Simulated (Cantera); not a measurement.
Mixture: CO : H2 : O2 : N2 : CO2 = 1 : 0.039 : 0.611 : 1.89 : 1 (molar parts), at 0.543 atm, adiabatic and at constant volume. Ignition delay is the time to a rise of 400 K.

Cantera simulation using GRI-Mech 3.0 (53 species, 325 reactions); the numbers are that mechanism's predictions, not measurements. Where the delays flatten at high temperature, the 400 K rule measures the pace of heat release, not the induction time.

### Question
Predict: delay at 1050 K; delay at 1150 K; delay at 1250 K; delay at 1350 K; delay at 1450 K; delay at 1550 K; delay at 1650 K.

### Answer
```json
{
  "delay at 1050 K": "0.977 ms",
  "delay at 1150 K": "0.539 ms",
  "delay at 1250 K": "0.402 ms",
  "delay at 1350 K": "0.355 ms",
  "delay at 1450 K": "0.351 ms",
  "delay at 1550 K": "0.375 ms",
  "delay at 1650 K": "0.419 ms"
}
```
